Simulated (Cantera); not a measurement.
Input: 1 mol Si₂Cl₆, 17 mol NH₃, 70 mol H₂, at 1923.15 K and 18.0 Torr.

Equilibrium computed with Cantera from the NASA thermochemical tables; the gas is ideal and each condensed phase is pure. Candidate condensed phases: NH₄Cl, Si, Si₃N₄; 28 gas species. The feed counts by its element totals alone. The tables' values for SiCl, SiCl₃ are old estimates; treat these amounts as uncertain. Gases not in the tables: Si₂H₆ and higher silanes. Rates play no part.

Base state: H₂ 0.864, N₂ 0.0791, HCl 0.0437, SiCl₂ 0.00582, H 0.00566, Si 0.000708, SiCl 0.000225, Cl 0.000215 (mole fractions); condensed: Si(l).

Question: What changes in the equilibrium state with this change: temperature from 1923.15 K to 1373 K?

Answer: 
| species | before | after |
|---|---|---|
| H₂ | 0.864 | 0.875 |
| N₂ | 0.0791 | 0.0679 |
| HCl | 0.0437 | 0.0564 |
| SiCl₂ | 0.00582 | 0.000160 |
| Si | 0.000708 | <1e-9 |
| SiH | 8.34e-5 | <1e-9 |
| SiCl | 0.000225 | 5.47e-9 |
| SiH₂ | 5.82e-5 | 3.35e-9 |
| Si₂N | 1.37e-5 | <1e-9 |
| Si(l), mol | 1.25 | 0 |
| Si₃N₄(s), mol | 0 | 0.661 |

Question: What changes in the equilibrium state with this change: NH₃ from 17 to 4.8 mol?

Answer: 
```csv
species,before,after
H₂,0.864,0.901
HCl,0.0437,0.0544
N₂,0.0791,0.0289
SiCl₂,0.00582,0.00865
SiCl₃,1.29e-5,2.34e-5
Si₂N,1.37e-5,8.31e-6
SiCl,0.000225,0.000275
"Si(l), mol",1.25,1.18
```

Question: What changes in the equilibrium state with this change: NH₃ from 17 to 0.83 mol?

Answer: 
```json
[
 {"species": "H₂", "before": "0.864", "after": "0.918"},
 {"species": "HCl", "before": "0.0437", "after": "0.0593"},
 {"species": "SiCl₂", "before": "0.00582", "after": "0.0101"},
 {"species": "N₂", "before": "0.0791", "after": "0.00553"},
 {"species": "Si₂N", "before": "1.37e-5", "after": "3.64e-6"},
 {"species": "SiCl₃", "before": "1.29e-5", "after": "2.94e-5"},
 {"species": "SiCl", "before": "0.000225", "after": "0.000296"},
 {"species": "Cl", "before": "0.000215", "after": "0.000283"},
 {"species": "Si(l), mol", "before": "1.25", "after": "1.16"}
]
```
